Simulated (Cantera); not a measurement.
Standard-state values (1 bar) from the NASA 1993 polynomials, evaluated with Cantera. Values are per mole of reaction as written; species without (g) are pure solids or liquids, kept so even where they would boil at 1 bar.

Task: Between 300 and 1325 K, where is each reaction favourable under standard conditions?
- CF4(g) ⇌ C + 4 F(g)
- CF2(g) ⇌ 2 F(g) + C
- CF4(g) ⇌ CF2(g) + F2(g)

Result: 
- CF4(g) ⇌ C + 4 F(g): ΔG° is 1137 kJ at 300 K and 727 kJ at 1325 K; it stays positive (K < 1). ΔH° is 1265 kJ and ΔS° 407 J/K at 1325 K.
- CF2(g) ⇌ 2 F(g) + C: ΔG° is 316 kJ at 300 K and 220 kJ at 1325 K; it stays positive (K < 1). ΔH° is 352 kJ and ΔS° 100 J/K at 1325 K.
- CF4(g) ⇌ CF2(g) + F2(g): ΔG° is 696 kJ at 300 K and 509 kJ at 1325 K; it stays positive (K < 1). ΔH° is 747 kJ and ΔS° 179 J/K at 1325 K.
